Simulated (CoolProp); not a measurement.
A closed Brayton cycle with carbon dioxide: compressor inlet 314.15 K and 9.5 MPa, high pressure 20.3 MPa, turbine inlet 990 K, compressor efficiency 0.89, turbine efficiency 0.9, recuperator effectiveness 0.8 (on enthalpy, no pinch check). Each further row changes one setting.

The numbers come from the reference Helmholtz-energy equation of state, Span 1996 in CoolProp.

```
case                           thermal efficiency (%)  net work (kJ/kg)  compressor to turbine work  compressor exit (K)  turbine exit (K)
-----------------------------  ----------------------  ----------------  --------------------------  -------------------  ----------------
as stated                                        28.6               104                        0.16                344.0             886.7
turbine inlet 940 K                                 ?              97.4                        0.17                344.0                 ?
compressor inlet 324.15 K                        28.8                 ?                        0.24                377.5             886.7
high pressure 17.3 MPa                           24.9              84.2                           ?                337.4                 ?
recuperator effectiveness 0.5                    18.5               104                        0.16                344.0             886.7
```

Q: Complete the blanks.

A: 
- turbine inlet 940 K, thermal efficiency (%): 28.1
- turbine inlet 940 K, turbine exit (K): 840.2
- compressor inlet 324.15 K, net work (kJ/kg): 93.6
- high pressure 17.3 MPa, compressor to turbine work: 0.15
- high pressure 17.3 MPa, turbine exit (K): 907.9
